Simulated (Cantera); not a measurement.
Feed: 1 mol PbO, 8.8 mol CO, 8.5 mol N2, held at 1425 K and 34000 Pa.

Equilibrium computed with Cantera from the NASA thermochemical tables; the gas is ideal and each condensed phase is pure. Candidate condensed phases: C, Pb, PbO, PbO2, Pb3O4; 27 gas species. Kinetics and transport are ignored.

Base state: N2 0.475, CO 0.436, CO2 0.0559, Pb 0.0337 (mole fractions); condensed: Pb(l).

Q: What changes in the equilibrium state with this change: pressure from 34000 Pa to 25.0 Pa?

A: 
```tsv
species	before	after
N2	0.475	0.464
CO	0.436	0.426
Pb	0.0337	0.0546
CO2	0.0559	0.0546
Pb(l), mol	0.397	0
```
